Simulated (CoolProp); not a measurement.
The numbers come from the reference Helmholtz-energy equation of state, Thol 2019 in CoolProp.

**Question.** For n-pentane, give the phase and the density (kg/m³), viscosity (µPa s) at -2.15 °C and 0.101 MPa; -2.15 °C and 0.191 MPa; -2.15 °C and 4.69 MPa.

**Answer.** 
- -2.15 °C and 0.101 MPa: liquid; density 648, viscosity 237
- -2.15 °C and 0.191 MPa: liquid; density 648, viscosity 237
- -2.15 °C and 4.69 MPa: liquid; density 652, viscosity 252

Viscosity comes from a separate model (Quiñones-Cisneros 2006), older than the equation that it now runs on, and unchecked against measurements.
